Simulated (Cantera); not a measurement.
**Thermodynamics of fluorocarbon and chlorocarbon gases, feed CHF3 + F2**

Charge: 1 mol CHF3, 0.7 mol F2, equilibrated at 2848 K and 0.000380 bar.

Method: chemical equilibrium by Gibbs-energy minimisation in Cantera with the NASA 1993 tables (ideal gas, pure condensed phases). Candidate condensed phases: C, C6H6, C7H8, C8H18; 95 gas species. Kinetics and transport are ignored.

| Quantity | Value |
|---|---|
| x(F) | 0.685 |
| x(HF) | 0.176 |
| x(C3) | 0.0439 |
| x(CF) | 0.0378 |
| x(H) | 0.0292 |
| x(C) | 0.0194 |
| x(C2) | 0.00650 |
| x(CF2) | 0.00158 |
| x(C5) | 0.000220 |
| gas amount | 4.877 mol |
| log10 activity of C(graphite) (absent) | -0.18 |
